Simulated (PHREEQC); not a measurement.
1 kg of water holding 14 mmol/kgw Na2SO4 and 15 mmol/kgw NaCl is evaporated at 20 °C; the solids stay in contact with the brine. CO2 from the air is kept out. Solids allowed: Halite, Mirabilite, Thenardite. Others were left out.

Base run: PHREEQC, Pitzer model, pitzer.dat. Each further column changes one thing. The table gives water activity.

| H2O removed (mol) | base | temperature from 20 to 50 °C | temperature from 20 to 75 °C |
|---|---|---|---|
| 0 | 0.999 | 0.999 | 0.999 |
| 30.18 | 0.998 | 0.998 | 0.998 |
| 43.95 | 0.995 | 0.995 | 0.995 |
| 50.23 | 0.989 | 0.989 | 0.989 |
| 52.58 | 0.981 | 0.980 | 0.981 |
| 54.17 | 0.959 | 0.958 | 0.958 |
| 54.9 | 0.915 | 0.905 | 0.905 |
| 55.23 | 0.761 | 0.832 | 0.840 |

 At this temperature some constants are extrapolated from 25 °C, and those without enthalpy data are left unchanged.
